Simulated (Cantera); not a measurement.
An adiabatic, constant-volume homogeneous reactor starts with CO : H2 : CH4 : O2 : N2 = 1 : 0.26 : 0.41 : 2.34 : 8.79 (molar parts), equivalence ratio 0.62, at 1500 K and 5.03 atm. Integrator tolerance rtol = 1e-08.

Computed with Cantera and GRI-Mech 3.0 (53 species, 325 reactions).

### Question
What does this change do: constant pressure in place of constant volume?

### Answer
```json
[
 {"quantity": "time of steepest temperature rise", "before": "34.6 µs", "after": "36.9 µs"},
 {"quantity": "temperature at 1.00 s", "before": "2832 K", "after": "2659 K"},
 {"quantity": "equilibrium temperature", "before": "2832 K", "after": "2659 K"},
 {"quantity": "x(CO) at 1.00 s", "before": "0.0205 (gas-phase equilibrium 0.0205)", "after": "0.0139 (gas-phase equilibrium 0.0139)"},
 {"quantity": "x(H2) at 1.00 s", "before": "0.00241 (gas-phase equilibrium 0.00241)", "after": "0.00168 (gas-phase equilibrium 0.00168)"},
 {"quantity": "x(CH4) at 1.00 s", "before": "<1e-12 (gas-phase equilibrium <1e-12)", "after": "<1e-12 (gas-phase equilibrium <1e-12)"},
 {"quantity": "x(N2O) at 1.00 s", "before": "3.31e-6 (gas-phase equilibrium 3.31e-6)", "after": "1.92e-6 (gas-phase equilibrium 1.92e-6)"},
 {"quantity": "x(C2H6) at 1.00 s", "before": "<1e-12 (gas-phase equilibrium <1e-12)", "after": "<1e-12 (gas-phase equilibrium <1e-12)"}
]
```
